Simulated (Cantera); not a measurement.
Feed: 1 mol V2O3, 11 mol H2, 84 mol N2, equilibrated at 923.15 K and 6.20 mbar.

Equilibrium computed with Cantera from the NASA thermochemical tables; the gas is ideal and each condensed phase is pure. Candidate condensed phases: H2O, V, VN, VO, V2O3, V2O4, V2O5; 28 gas species. VN: taken at fixed stoichiometry. Condensed phases not in the tables: the oxides between V2O3 and V2O5 other than VO2, V2N. Equilibrium is a limit: real reactors are often held back by kinetics, nucleation or transport.

**Question.** What is the equilibrium state?

**Answer.** 
```
Property                                  Value
----------------------------------  -----------
x(N2)                                     0.884
x(H2)                                     0.116
x(H2O)                                 0.000141
n(VN(s))                            0.00891 mol
n(V2O3(s))                            0.996 mol
gas amount                            95.00 mol
log10 activity of V(s) (absent)           -6.66
log10 activity of V2O5(s) (absent)       -18.25
```
